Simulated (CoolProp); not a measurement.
Saturated liquid density (kg/m³) of ethane: the reference equation beside estimates from Tc = 32.2 °C, pc = 4872 kPa, ω = 0.099. Rackett uses Z = 0.29056 − 0.08775 ω.

Values from CoolProp's reference Helmholtz-energy equation of state, Bücker 2006.

```tsv
T (°C)	reference	Rackett	van der Waals	Redlich-Kwong	Soave-Redlich-Kwong	Peng-Robinson
-33.75	466.3	463.6	303.0	430.4	436.3	494.8
-29.05	458.4	455.7	297.6	420.6	426.7	484.0
-24.45	[?]	447.7	292.1	410.7	[?]	472.9
-19.85	442.0	439.4	286.3	400.3	406.7	461.1
-15.25	433.2	430.8	280.3	389.4	395.8	448.8
-10.65	424.0	421.6	274.0	378.0	384.4	435.6
-6.05	414.2	412.0	267.3	366.0	372.3	421.7
-1.45	403.8	401.8	260.1	353.2	359.4	406.7
3.15	392.5	390.8	252.5	339.5	[?]	390.6
7.85	379.9	378.6	244.0	324.4	330.2	372.6
12.45	[?]	365.3	234.9	308.3	313.7	353.2
17.05	350.6	350.1	224.6	290.4	295.2	331.5
21.65	331.9	332.1	212.7	269.7	273.9	306.2
26.25	307.4	308.7	197.7	244.3	[?]	275.0
```

Problem. Some entries are withheld; supply them.

Solution. 
- -24.45, reference: 450.4
- -24.45, Soave-Redlich-Kwong: 416.9
- 3.15, Soave-Redlich-Kwong: 345.6
- 12.45, reference: 366.2
- 26.25, Soave-Redlich-Kwong: 247.5

Absolute difference from the reference over all 14 rows, mean and median: Rackett 0.4 and 0.5 %, van der Waals 35.5 and 35.5 %, Redlich-Kwong 12.8 and 12.1 %, Soave-Redlich-Kwong 11.4 and 10.6 %, Peng-Robinson 4.3 and 4.0 %.
